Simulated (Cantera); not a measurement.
Charge: 1 mol Fe₂O₃, 3 mol SO₂, 0.042 mol O₂, equilibrated at 69.0 Torr.

These are equilibrium values from Cantera (NASA tables, ideal gas, pure condensed phases), not measurements of a reactor. Candidate condensed phases: Fe, FeO, FeS, FeSO₄, FeS₂, Fe₂O₃, Fe₂(SO₄)₃, Fe₃O₄, S; 12 gas species. Mutual solubility and eutectic melting of coexisting phases are not modelled. Equilibrium is a limit: real reactors are often held back by kinetics, nucleation or transport.

x: gas mole fraction; n: condensed amount in mol.

| T (K) | x SO₂ | x O₂ | x SO₃ | x SO | x O | x FeO | n Fe₂O₃(s) | n Fe₃O₄(s) |
|---|---|---|---|---|---|---|---|---|
| 1098 | 0.979 | 0.00639 | 0.0151 | 1.99e-9 | [?] | <1e-12 | 1.00 | 0 |
| 1148 | 0.981 | 0.00843 | 0.0109 | 7.35e-9 | [?] | <1e-12 | 1.00 | 0 |
| 1198 | 0.982 | 0.00997 | 0.00777 | 2.54e-8 | [?] | <1e-12 | 1.00 | 0 |
| 1248 | 0.983 | 0.0111 | 0.00556 | 8.14e-8 | [?] | <1e-12 | 1.00 | 0 |
| 1298 | 0.984 | 0.0118 | 0.00402 | 2.42e-7 | [?] | <1e-12 | 1.00 | 0 |
| 1348 | 0.985 | 0.0124 | 0.00295 | 6.69e-7 | [?] | 1.44e-12 | 1.00 | 0 |
| 1398 | 0.985 | 0.0127 | 0.00220 | 1.73e-6 | [?] | 1.08e-11 | 1.00 | 0 |
| 1448 | 0.983 | 0.0150 | 0.00180 | 3.89e-6 | [?] | 6.80e-11 | 0.961 | 0.0262 |
| 1498 | 0.943 | 0.0549 | 0.00253 | 4.51e-6 | [?] | 2.83e-10 | 0.183 | 0.545 |
| 1548 | 0.934 | 0.0640 | 0.00211 | 9.05e-6 | [?] | 1.28e-9 | 0 | 0.667 |

Q: Complete the blanks.

A: 
- 1098, x O: 6.25e-10
- 1148, x O: 2.40e-9
- 1198, x O: 7.91e-9
- 1248, x O: 2.31e-8
- 1298, x O: 6.12e-8
- 1348, x O: 1.50e-7
- 1398, x O: 3.41e-7
- 1448, x O: 7.89e-7
- 1498, x O: 3.05e-6
- 1548, x O: 6.37e-6
